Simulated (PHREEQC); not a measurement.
A solution holds 30 mmol/kgw HCl, 1.6 mmol/kgw Al2(SO4)3 and 3.1 mmol/kgw MnSO4, at 25 °C and 50 atm. Closed to the air; pH follows from the charge balance.

Equilibrium calculation in PHREEQC: ion-association model, phreeqc.dat.

```
quantity                   before    after
------------------------  -------  -------
pH                           1.64     1.60
ionic strength (mol/kgw)   0.0482   0.0408
HSO4- (mol/kgw)           0.00319  0.00258
SO4-2 (mol/kgw)           0.00265  0.00190
```

Q: Which change was made?
A) diluted 5-fold with water
B) HCl from 0.03 to 0.15 mol/kgw
C) Al2(SO4)3 replaced by KHSO4 at the same molality
D) temperature from 25 to 10 °C
E) MnSO4 replaced by NH4HSO4 at the same molality

A: C, Al2(SO4)3 replaced by KHSO4 at the same molality

This is a speciation only: nothing precipitates in the calculation. Under pressure, the constants of complexes without a molar volume in the database are unreliable.
